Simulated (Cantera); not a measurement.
A closed system holds: 1 mol HF, 0.031 mol SO₂, 0.077 mol O₂, 0.71 mol H₂, held at 1 atm.

Cantera equilibrium calculation (NASA polynomials, part measured and part estimated; ideal gas, pure solids and liquids). Candidate condensed phases: H₂O, H₂SO₄, S; 43 gas species. Rates play no part. All values below are at 2823 K.

Base state: HF 0.561, H₂ 0.265, H₂O 0.106, H 0.0453, SO 0.00572, OH 0.00520, S 0.00390, SH 0.00359 (mole fractions); condensed: gas only.

What changes in the equilibrium state with this change: SO₂ from 0.031 to 0.25 mol?


```tsv
species	before	after
HF	0.561	0.503
H₂O	0.106	0.177
H₂	0.265	0.153
SO₂	0.00186	0.0450
SO	0.00572	0.0478
S	0.00390	0.0113
OH	0.00520	0.0114
H	0.0453	0.0344
S₂O	8.01e-6	0.000193
O₂	8.92e-5	0.000748
S₂	0.000724	0.00603
```

What changes in the equilibrium state with this change: HF replaced by N₂O?


| species | before | after |
|---|---|---|
| N₂ | 0 | 0.478 |
| H₂O | 0.106 | 0.292 |
| O₂ | 8.92e-5 | 0.0925 |
| HF | 0.561 | 0 |
| H₂ | 0.265 | 0.0227 |
| NO | 0 | 0.0196 |
| O | 0.000557 | 0.0179 |
| OH | 0.00520 | 0.0490 |
| SO₂ | 0.00186 | 0.0138 |
| H | 0.0453 | 0.0133 |
| F | 0.000423 | 0 |
| S₂ | 0.000724 | 3.69e-8 |
| H₂S | 0.000869 | 5.31e-7 |
